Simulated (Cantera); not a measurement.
A counterflow diffusion flame at 750 Torr, nozzles 20 mm apart: fuel side CH4 = 1 (molar parts) at 475 K, oxidiser side O2 : N2 = 0.19 : 0.81 (molar parts) at 648 K, fuel mass flux 0.94 times the oxidiser's; mixture-averaged transport, no radiation.

Computed with Cantera and GRI-Mech 3.0 (53 species, 325 reactions). GRI-Mech 3.0 has no aromatics or soot, which form on the fuel side of real flames. The maximum strain rate includes the flame's own expansion and is several times the mean. A flux with no burning solution from the previous one only brackets extinction.

x: mole fraction; the columns are a selection and need not sum to one.

```csv
oxidiser flux (kg/m²/s),max strain (1/s),mean strain (1/s),T max (K),peak x OH,peak x H,peak x NO,peak x CO,peak x C2H2
0.25,211,52.3,2104,0.00759,0.00424,0.000262,0.0506,0.0130
0.35,285,73.3,2089,0.00752,0.00442,0.000239,0.0498,0.0121
0.5,?,105,2075,0.00746,0.00462,?,0.0495,0.0112
0.71,?,149,2059,0.00734,0.00478,?,0.0493,0.0104
1,754,209,2040,0.00713,0.00488,0.000150,0.0493,0.00939
1.4,1030,293,2016,0.00678,0.00490,0.000116,0.0495,0.00829
2,1450,419,1983,0.00624,0.00474,7.86e-5,0.0499,0.00685
2.8,1990,586,1937,0.00541,0.00428,4.43e-5,0.0503,0.00502
```

### Question
Complete the blanks.

### Answer

- 0.5, max strain (1/s): 396
- 0.5, peak x NO: 0.000212
- 0.71, max strain (1/s): 548
- 0.71, peak x NO: 0.000182
